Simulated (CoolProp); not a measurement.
Properties of nitrous oxide along the isotherm 353.8 K.

Values from CoolProp's reference Helmholtz-energy equation of state, Lemmon 2006. It is a short technical equation, of lower accuracy than the large ones.

```csv
p (bar),phase,cp (kJ/(kg K)),cv (kJ/(kg K)),speed of sound (m/s),Joule-Thomson coefficient (K/MPa),fugacity coefficient
13.6,gas,0.9854,0.7547,282.6,7.400,0.9583
27.2,gas,1.055,0.7699,275.5,7.403,0.9176
40.8,gas,1.143,0.7868,268.4,7.377,0.8778
54.3,gas,1.259,0.8055,261.4,7.308,0.8391
67.9,gas,1.417,0.8267,254.5,7.168,0.8009
81.5,supercritical,1.638,0.8505,248.3,6.919,0.7634
95.1,supercritical,1.950,0.8767,243.6,6.507,0.7267
109,supercritical,2.380,0.9043,241.8,5.861,0.6902
```
